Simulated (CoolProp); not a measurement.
A single-stage vapour-compression cycle with the fluid: evaporating at 313.15 K (dew point), condensing at 360.15 K (bubble point), superheat 8 K, subcooling 8 K, compressor efficiency 0.8, no pressure losses. The same conditions are run with several fluids, on thermodynamics alone (safety and materials aside).

The numbers come from the reference Helmholtz-energy equation of state of each fluid (isobutane: Bücker 2006; isobutene: Lemmon 2005; fluoroethane (R161): Wu 2012; neopentane: Lemmon 2006; n-hexane: Thol 2019; hydrogen sulfide: Lemmon 2006) in CoolProp.

| fluid | cooling COP | pressure ratio | discharge temperature (K) | refrigerating effect (kJ/kg) | volumetric capacity (kJ/m³) |
|---|---|---|---|---|---|
| isobutane | (withheld) | 2.91 | 364.5 | (withheld) | (withheld) |
| isobutene | 4.38 | (withheld) | 368.0 | 255 | 2810 |
| fluoroethane (R161) | 3.92 | 2.76 | 385.9 | 225 | 6850 |
| neopentane | 4.30 | 3.18 | 360.2 | 206 | 1640 |
| n-hexane | 4.64 | 4.67 | 360.2 | 275 | 338 |
| hydrogen sulfide | 3.68 | 2.51 | 419.4 | 292 | 13500 |

Problem. Some entries are withheld; supply them.

Solution. 
- isobutane, cooling COP: 4.21
- isobutane, refrigerating effect (kJ/kg): 222
- isobutane, volumetric capacity (kJ/m³): 2910
- isobutene, pressure ratio: 3.02

The compression ends wet for: neopentane; n-hexane.
